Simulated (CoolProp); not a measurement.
Computed with CoolProp (reference Helmholtz-energy equation of state, Lemmon 2006). It is a short technical equation, of lower accuracy than the large ones.

Task: Give the vapour pressure (MPa), liquid density (kg/m³), vapour Z, liquid viscosity (µPa s) of saturated toluene at 198.45, 205.75, 249.55 °C.

Result: 
```tsv
T (°C)	p (MPa)	liquid density (kg/m³)	vapour Z	liquid viscosity (µPa s)
198.45	0.730	678	0.840	139
205.75	0.830	669	0.825	133
249.55	1.66	601	0.710	98.8
```

Viscosity comes from a separate model (Avgeri 2015).
